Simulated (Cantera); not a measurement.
Cantera run, input and output.

```python
import numpy as np
import cantera as ct

gas = ct.Solution("h2o2.yaml")
gas.TPX = 325, 460000, {'H2': 1, 'O2': 0.417, 'N2': 1.57}
flame = ct.FreeFlame(gas, width=0.014)
flame.set_refine_criteria(ratio=3, slope=0.08, curve=0.16)
flame.transport_model = "mixture-averaged"
flame.solve(loglevel=0, auto=True)
z, T = flame.grid, flame.T
thick = (T[-1] - T[0]) / np.gradient(T, z).max()
show = ['H2', 'O2', 'HO2', 'H2O', 'OH', 'O']
print(f"laminar burning velocity  {flame.velocity[0] * 100:.3f} cm/s")
print(f"burnt temperature         {T[-1]:.1f} K")
print(f"thermal thickness         {thick * 1e3:.4f} mm")
print(f"grid points               {len(z)}")
z0 = z[flame.heat_release_rate.argmax()]
print(f"{'z/mm':>9s}{'T/K':>9s}{'u/(m/s)':>9s}" + "".join(f"{s:>11s}" for s in show))
rows = []
for k in (-3, -2, -1.5, -1, -0.5, -0.25, 0, 0.25, 0.5, 1, 2, 4, 8):
    zz = z0 + k * thick
    rows.append([k * thick, np.interp(zz, z, T), np.interp(zz, z, flame.velocity),
                 *(np.interp(zz, z, flame.X[gas.species_index(s)]) for s in show)])
    print(f"{rows[-1][0] * 1e3:9.3f}{rows[-1][1]:9.1f}{rows[-1][2]:9.3f}" + "".join(f"{x:11.3e}" for x in rows[-1][3:]))
```

Output:

```
laminar burning velocity  294.526 cm/s
burnt temperature         2422.2 K
thermal thickness         0.0511 mm
grid points               112
     z/mm      T/K  u/(m/s)         H2         O2        HO2        H2O         OH          O
   -0.153    325.0    2.945  3.348e-01  1.396e-01  1.389e-11  3.542e-10  1.119e-14  4.243e-12
   -0.102    325.0    2.945  3.347e-01  1.396e-01  1.156e-09  2.486e-08  2.017e-12  1.722e-10
   -0.077    325.1    2.945  3.345e-01  1.397e-01  1.397e-08  2.745e-07  5.251e-11  1.421e-09
   -0.051    326.2    2.949  3.330e-01  1.400e-01  6.103e-07  1.004e-05  1.055e-08  2.872e-08
   -0.026    380.7    3.354  3.128e-01  1.434e-01  1.804e-04  2.028e-03  1.222e-05  2.790e-06
   -0.013    714.2    6.025  2.640e-01  1.370e-01  1.091e-03  3.131e-02  1.009e-03  1.618e-04
    0.000   1210.5    9.913  1.926e-01  1.055e-01  4.453e-04  1.068e-01  2.362e-03  1.747e-03
    0.013   1559.7   12.630  1.264e-01  6.089e-02  2.057e-04  1.905e-01  5.579e-03  4.336e-03
    0.026   1759.8   14.182  8.834e-02  3.076e-02  9.340e-05  2.433e-01  9.033e-03  5.177e-03
    0.051   1949.9   15.605  6.787e-02  1.184e-02  3.162e-05  2.776e-01  1.215e-02  4.570e-03
    0.102   2109.0   16.733  6.408e-02  6.302e-03  1.467e-05  2.924e-01  1.205e-02  2.977e-03
    0.205   2235.5   17.593  6.197e-02  3.513e-03  7.124e-06  3.040e-01  9.954e-03  1.553e-03
    0.409   2323.4   18.172  5.987e-02  1.687e-03  3.006e-06  3.131e-01  7.260e-03  6.942e-04
```

Cantera simulation using the H2/O2 subset of GRI-Mech 3.0, which has no nitrogen chemistry; the numbers are that mechanism's predictions, not measurements. The hydrogen kinetics of GRI-Mech 3.0 are dated; newer H2 mechanisms differ, most at raised pressure. Burning velocities carry a grid error of a few per cent, more on coarse grids.
